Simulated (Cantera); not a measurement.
An adiabatic, constant-volume homogeneous reactor starts with CH₄ : O₂ : N₂ = 1 : 1.43 : 5.37 (molar parts), at 1225 K and 5.90 bar. Integrator tolerance rtol = 1e-08.

Computed with Cantera and GRI-Mech 3.0 (53 species, 325 reactions).

Task: What does this change do: 0.088 parts H2 added?

Result: 
| quantity | before | after |
|---|---|---|
| time of steepest temperature rise | 6.90 ms | 2.71 ms |
| temperature at 0.100 s | 2954 K | 2947 K |
| equilibrium temperature | 2954 K | 2947 K |
| x(CH₄) at 0.100 s | 1.38e-11 (gas-phase equilibrium 1.59e-11) | 1.94e-11 (gas-phase equilibrium 2.23e-11) |
| x(O₂) at 0.100 s | 0.000891 (gas-phase equilibrium 0.000891) | 0.000703 (gas-phase equilibrium 0.000703) |
| x(C₂H₂) at 0.100 s | <1e-12 (gas-phase equilibrium <1e-12) | <1e-12 (gas-phase equilibrium <1e-12) |
| x(NO₂) at 0.100 s | 4.04e-7 (gas-phase equilibrium 4.04e-7) | 3.15e-7 (gas-phase equilibrium 3.15e-7) |
| x(N₂O) at 0.100 s | 5.25e-7 (gas-phase equilibrium 5.25e-7) | 4.57e-7 (gas-phase equilibrium 4.57e-7) |

Task: What does this change do: initial temperature 1225 to 1000 K?

Result: 
| quantity | before | after |
|---|---|---|
| time of steepest temperature rise | 6.90 ms | not reached |
| temperature at 0.100 s | 2954 K | 1003 K |
| equilibrium temperature | 2954 K | 2835 K |
| x(CH₄) at 0.100 s | 1.38e-11 (gas-phase equilibrium 1.59e-11) | 0.128 (gas-phase equilibrium 2.84e-11) |
| x(O₂) at 0.100 s | 0.000891 (gas-phase equilibrium 0.000891) | 0.183 (gas-phase equilibrium 0.000350) |
| x(C₂H₂) at 0.100 s | <1e-12 (gas-phase equilibrium <1e-12) | 2.18e-10 (gas-phase equilibrium <1e-12) |
| x(NO₂) at 0.100 s | 4.04e-7 (gas-phase equilibrium 4.04e-7) | <1e-12 (gas-phase equilibrium 1.61e-7) |
| x(N₂O) at 0.100 s | 5.25e-7 (gas-phase equilibrium 5.25e-7) | 6.45e-11 (gas-phase equilibrium 3.05e-7) |
